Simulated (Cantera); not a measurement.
## Thermodynamics of silicon epitaxy and polysilicon growth, feed Si2Cl6 + Cl2 + H2

Charge: 1 mol Si2Cl6, 0.012 mol Cl2, a varied amount of H2, held at 1 atm.

Cantera equilibrium calculation (NASA polynomials, part measured and part estimated; ideal gas, pure solids and liquids). Candidate condensed phases: Si; 19 gas species. The feed counts by its element totals alone. The tables' values for SiCl3 are old estimates. Equilibrium is a limit: real reactors are often held back by kinetics, nucleation or transport.

Stable condensed phases:

```
T in K \ n(H2) in mol
         4.2 5.9 8.1  11  16  22  30  42  58  80 110 150 210
   1725    A   A   B   B   B   B   B   B   B   B   B   B   B
   1675    A   B   B   B   B   B   B   B   B   B   B   B   B
   1625    B   B   B   B   B   B   B   B   B   B   B   B   B
   1575    B   B   B   B   B   B   B   B   B   B   B   B   B
   1525    B   B   B   B   B   B   B   B   B   B   B   B   B
   1475    B   B   B   B   B   B   B   B   B   B   B   B   B
   1425    B   B   B   B   B   B   B   B   B   B   B   B   B
   1375    B   B   B   B   B   B   B   B   B   B   B   B   B
   1325    B   B   B   B   B   B   B   B   B   B   B   B   B
   1275    B   B   B   B   B   B   B   B   B   B   B   B   B
   1225    B   B   B   B   B   B   B   B   B   B   B   B   B
   1175    B   B   B   B   B   B   B   B   B   B   B   B   B
   1125    B   B   B   B   B   B   B   B   B   B   B   B   B
   1075    B   B   B   B   B   B   B   B   B   B   B   B   B
```

A: gas only; B: Si.
